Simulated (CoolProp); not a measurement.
R1132(E) along the isotherm 400 K: fugacity coefficient from the reference equation and from simpler models built on Tc = 348.8 K, pc = 5174 kPa, ω = 0.245; each cubic takes its own stable root.

The numbers come from the reference Helmholtz-energy equation of state, Akasaka 2024 in CoolProp.

```csv
p (kPa),phase,reference
722,gas,0.9702
1440,gas,0.9410
2170,gas,0.9118
2890,gas,0.8834
3610,gas,0.8554
4330,gas,0.8278
5060,gas,0.8002
5780,supercritical,0.7734
6500,supercritical,0.7471
```

Question: How far does each simpler model (van der Waals, Soave-Redlich-Kwong, Peng-Robinson) lie from the reference over these 9 states: mean and median of the absolute difference, and the worst?

Answer: 
- van der Waals: mean 0.3 %, median 0.1 %, worst -1.1 % at 400 K and 6500 kPa
- Soave-Redlich-Kwong: mean 0.5 %, median 0.4 %, worst +1.1 % at 400 K and 6500 kPa
- Peng-Robinson: mean 1.6 %, median 1.8 %, worst -2.6 % at 400 K and 6500 kPa
